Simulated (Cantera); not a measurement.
A closed system holds: 1 mol Fe3O4, 0.59 mol CH4, 8.5 mol N2, 1.5 mol CO, at 1275 K and 10.0 mbar.

These are equilibrium values from Cantera (NASA tables, ideal gas, pure condensed phases), not measurements of a reactor. Candidate condensed phases: C, C6H6, C7H8, C8H18, Fe, Fe(CO)5, FeO, Fe(OH)2, Fe(OH)3, Fe2O3, Fe3O4, H2O; 140 gas species. Mutual solubility and eutectic melting of coexisting phases are not modelled. The tables' stoichiometric FeO is somewhat more stable than real wüstite, so its field is too wide. FeO: taken at fixed stoichiometry. The numbers say what is thermodynamically allowed, not how fast it happens.

Base state: N2 0.722, CO 0.149, H2 0.0762, CO2 0.0283, H2O 0.0240 (mole fractions); condensed: Fe(γ) + FeO(s).

Question: What changes in the equilibrium state with this change: temperature from 1275 K to 2300 K?

Answer: 
```tsv
species	before	after
N2	0.722	0.625
Fe	5.28e-8	0.103
CO	0.149	0.0988
H2	0.0762	0.0186
FeO	<1e-9	0.0120
H	2.04e-6	0.0132
H2O	0.0240	0.0582
CO2	0.0283	0.0550
O2	<1e-9	0.00419
O	<1e-9	0.00322
NO	<1e-9	0.00197
OH	7.47e-9	0.00665
Fe(OH)2	2.94e-8	7.29e-5
Fe(γ), mol	0.206	0
FeO(s), mol	2.79	0
FeO(l), mol	0	1.43
```
